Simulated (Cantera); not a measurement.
Charge: 1 mol CH3F, at 1.13 Torr.

These are equilibrium values from Cantera (NASA tables, ideal gas, pure condensed phases), not measurements of a reactor. Candidate condensed phases: C, C6H6, C7H8, C8H18; 95 gas species. Equilibrium is a limit: real reactors are often held back by kinetics, nucleation or transport.

x: gas mole fraction; n: condensed amount in mol.

| T (°C) | x H | x HF | x H2 | x F | x C3 | x C2H2 (acetylene) | n C(graphite) |
|---|---|---|---|---|---|---|---|
| 1950 | 0.107 | 0.473 | 0.419 | 0.000112 | 2.55e-6 | 0.00121 | 0.995 |
| 2025 | 0.153 | 0.461 | 0.384 | 0.000217 | 1.07e-5 | 0.00164 | 0.993 |
| 2100 | ? | 0.447 | ? | ? | ? | ? | 0.990 |
| 2175 | ? | 0.430 | ? | ? | ? | ? | 0.986 |
| 2250 | 0.348 | 0.411 | 0.236 | 0.00135 | 0.000472 | 0.00281 | 0.981 |
| 2325 | 0.419 | 0.391 | 0.182 | 0.00241 | 0.00143 | 0.00293 | 0.969 |
| 2400 | 0.482 | 0.371 | 0.133 | 0.00429 | 0.00408 | 0.00284 | 0.941 |

### Question
Fill in the missing entries.

### Answer

- 2175, x H: 0.277
- 2175, x H2: 0.290
- 2175, x F: 0.000747
- 2175, x C3: 0.000145
- 2175, x C2H2 (acetylene): 0.00251
- 2100, x H: 0.210
- 2100, x H2: 0.340
- 2100, x F: 0.000408
- 2100, x C3: 4.12e-5
- 2100, x C2H2 (acetylene): 0.00209
